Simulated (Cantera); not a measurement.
What does this Cantera script print?

```python
import numpy as np
import cantera as ct

gas_names = """
    H HNO HNO2 HNO3 HO2 H2 H2O H2O2 N NH NH2 NH3 NH2OH NO NO2 NO3 N2 N2H2 N2H4 N2O O OH O2 O3 Si SiH
    SiH2 SiH3 SiH4 SiN SiO SiO2 Si2 Si2N Si3
""".split()
cond_names = """
    H2O(s) H2O(L) Si(cr) Si(L) SiO2(Lqz) SiO2(hqz) SiO2(L) Si2N2O(s) Si3N4(a)
""".split()


# ... load() reads the species with a 1 bar reference pressure and builds the phases ...
atoms = {
    'Si3N4': {'Si': 3, 'N': 4},
    'H2O': {'H': 2, 'O': 1},
    'N2': {'N': 2},
}
top_T = {'Si2N2O(s)': 2100, 'Si3N4(a)': 2400}  # K; cautious upper limits of use, not melting points


# ... equilibrate(T, P, feed) seeds the gas with the atoms and calls Mixture.equilibrate('TP', solver="vcs", rtol=1e-11, max_steps=5000) ...
results = []
feed = {'Si3N4': 1, 'H2O': 0.037, 'N2': 1.2}  # mol
P = 0.13  # Pa
for T in [1448, 1548, 1648, 1748, 1848, 1948, 2048]:
    mix = equilibrate(T, P, feed)
    results.append((T, P, feed, dict(zip(mix.species_names, mix.species_moles))))

top = {s: max(r[3][s] / sum(r[3][g] for g in gas_names) for r in results) for s in gas_names}
cols = sorted((s for s in top if top[s] > 1e-06), key=lambda s: -top[s])[:9]
seen = [c for c in cond_names if any(r[3].get(c, 0) > 1e-12 for r in results)]
print("log10 of partial pressures in bar; condensed amounts in mol")
print(f"{'T/K':>10s}" + "".join(f"{s[:9]:>10s}" for s in cols + seen))
for T, P, feed, n in results:
    ng = sum(n[g] for g in gas_names)
    print(f"{T:10.4g}" + "".join(f"{np.log10(max(n[s] / ng * P / 1e5, 1e-99)):10.3f}" for s in cols)
          + "".join(f"{n.get(c, 0):10.4g}" for c in seen))
```

It prints:

```
log10 of partial pressures in bar; condensed amounts in mol
       T/K        N2        Si         H       SiO        H2       Si2      Si2N       SiN       Si3    Si(cr)
      1448    -5.897    -8.534    -8.961    -7.834    -7.851   -11.594   -11.125   -11.274   -12.384     2.956
      1548    -5.907    -7.498    -8.462    -7.844    -7.900   -10.247   -10.228   -10.429   -10.948      2.88
      1648    -5.994    -6.589    -8.105    -7.931    -8.109    -9.066    -9.482    -9.727    -9.691      2.14
      1748    -6.177    -6.213    -7.965    -8.114    -8.647    -8.878    -9.731    -9.587    -9.865         0
      1848    -6.178    -6.212    -7.855    -8.115    -9.160    -9.380   -10.541    -9.715   -11.024         0
      1948    -6.178    -6.212    -7.824    -8.115    -9.755    -9.831   -11.269    -9.830   -12.066         0
      2048    -6.178    -6.212    -7.817    -8.115   -10.334   -10.238   -11.925    -9.934   -13.007         0
```

These are equilibrium values from Cantera (NASA tables, ideal gas, pure condensed phases), not measurements of a reactor. The tables' values for SiN are old estimates; treat these amounts as uncertain.
